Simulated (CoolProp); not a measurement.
1000 sccm (0 °C, 1 atm) of nitrogen bubbles through liquid m-xylene at 318.2 K and leaves saturated at a total pressure of 0.0731 MPa (ideal gas phase). Each further row changes one setting.

Model: reference Helmholtz-energy equation of state, Zhou 2012, in CoolProp.

```csv
case,vapour pressure (kPa),mole fraction of vapour,delivery (mg/min),delivery (sccm),change of delivery for a bath 1 K warmer (%)
as stated,3.27,0.0447,222,46.8,5.3
bath temperature 323.2 K,4.17,0.0571,287,60.5,5.2
total pressure 0.146 MPa,3.27,0.0224,109,22.9,5.2
```
